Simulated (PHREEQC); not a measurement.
A solution holds 2.8 mmol/kgw HCl, 0.39 mmol/kgw CuSO4 and 0.033 mmol/kgw CuCl2, at 65 °C. Closed to the air; pH follows from the charge balance.

Equilibrium calculation in PHREEQC: ion-association model, phreeqc.dat.

Each row changes one thing in this solution. This is a speciation only: nothing precipitates in the calculation.

```csv
case,pH,ionic strength (mol/kgw),Cu+2 (mol/kgw),SO4-2 (mol/kgw),HSO4- (mol/kgw),CuSO4 (mol/kgw)
as made,2.60,0.00412,0.000396,0.000246,0.000129,1.42e-5
temperature from 65 to 35 °C,2.59,0.00424,0.000404,0.000299,7.55e-5,1.51e-5
CuSO4 replaced by CaSO4 at the same molality,2.60,0.00414,3.09e-5,0.000247,0.000129,1.11e-6
temperature from 65 to 90 °C,2.62,0.00397,0.000382,0.000187,0.000192,1.15e-5
CuCl2 from 3.3e-05 to 1.65e-05 mol/kgw,2.60,0.00407,0.000381,0.000247,0.000130,1.37e-5
CuSO4 replaced by MgSO4 at the same molality,2.60,0.00409,3.09e-5,0.000237,0.000124,1.06e-6
HCl from 0.0028 to 0.0014 mol/kgw,2.90,0.00281,0.000398,0.000292,7.93e-5,1.85e-5
HCl from 0.0028 to 0.0042 mol/kgw,2.43,0.00545,0.000393,0.000215,0.000164,1.13e-5
```

At this temperature some constants are extrapolated from 25 °C, and those without enthalpy data are left unchanged.
